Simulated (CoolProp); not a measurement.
Vapour-liquid equilibrium of R21 (1) + ethanol (2) at 419.3 K; x and y are mole fractions of (1).

Values from CoolProp's multi-fluid Helmholtz-energy mixture model, Platzer 1990 and Schroeder 2014; pair parameters Bell 2016. This equation is an older, rougher fit; its heat capacities, sound speeds and derivatives of the liquid may be far off and weren't checked against measurements.

```tsv
x	bubble pressure, mixture model (kPa)	bubble pressure, Raoult's law (kPa)	y, mixture model	y, Raoult's law
0.05	1475	1001	0.379	0.156
0.15	2260	1224	0.591	0.382
0.25	2661	1446	0.654	0.538
0.35	2850	1668	0.682	0.653
0.45	2956	1891	0.699	0.741
0.55	3043	2113	0.718	0.810
0.65	3131	2336	0.745	0.867
0.75	3208	2558	0.787	0.913
0.85	3241	2780	0.850	0.952
0.95	3188	3003	0.940	0.985
```

The largest gap from Raoult's law is +84.6 % in bubble pressure, at x = 0.15. y crosses x between x = 0.75 and 0.85: the model has an azeotrope there.

The pair parameters rest on a limited set of measurements; away from them the model extrapolates. With so large a gap from Raoult's law the liquid may split in two, which this calculation doesn't test in full.
